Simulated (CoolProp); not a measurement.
Saturation properties of isopentane (Tc = 187.2 °C, pc = 3.378 MPa, ω = 0.227).

Computed with CoolProp (reference Helmholtz-energy equation of state, Lemmon 2006). It is a short technical equation, of lower accuracy than the large ones.

| T (°C) | p (MPa) | vapour density (kg/m³) | liquid cp (kJ/(kg K)) | surface tension (mN/m) | liquid conductivity (mW/(m K)) |
|---|---|---|---|---|---|
| 71.45 | 0.3699 | 10.45 | 2.543 | 9.61 | 87.9 |
| 81.05 | 0.4692 | 13.18 | 2.607 | 8.65 | 85.1 |
| 90.55 | 0.5859 | 16.44 | 2.675 | 7.73 | 82.2 |
| 100.05 | 0.7229 | 20.33 | 2.749 | 6.82 | 79.4 |
| 109.55 | 0.8824 | 25.00 | 2.831 | 5.93 | 76.5 |
| 119.15 | 1.069 | 30.66 | 2.924 | 5.06 | 73.5 |
| 128.65 | 1.280 | 37.44 | 3.032 | 4.22 | 70.6 |
| 138.15 | 1.521 | 45.72 | 3.163 | 3.40 | 67.7 |
| 147.65 | 1.795 | 55.99 | 3.334 | 2.62 | 64.9 |
| 157.25 | 2.108 | 69.28 | 3.584 | 1.87 | 62.1 |
| 166.75 | 2.458 | 86.95 | 4.008 | 1.18 | 59.7 |
| 176.25 | 2.853 | 113.2 | 5.067 | 0.555 | 58.4 |

It boils at 27.8 °C under 1 atm.

Thermal conductivity comes from a separate model (Vassiliou 2015). Surface tension comes from a separate correlation (Mulero 2012).
